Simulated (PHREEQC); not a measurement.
# Hard or scaling water (model solution)

Solution (20 °C): 14 mmol/kgw CaSO4, 0.51 mmol/kgw Na2HPO4 and 4.95 mmol/kgw MgSO4. Closed to the air; pH follows from the charge balance.

The numbers come from PHREEQC with the ion-association model, phreeqc.dat.

This is a speciation only: nothing precipitates in the calculation.

Problem. Predict the pH.

Solution. pH 7.72.

Problem. In which forms is P present?

Solution. CaHPO4 35 %, HPO4-2 35 %, MgHPO4 16 %, H2PO4- 6.2 %, CaPO4- 4.8 %, MgPO4- 2.2 % of the P.

Saturation is exceeded, for instance for Hydroxyapatite; the values hold only as long as no solid forms.
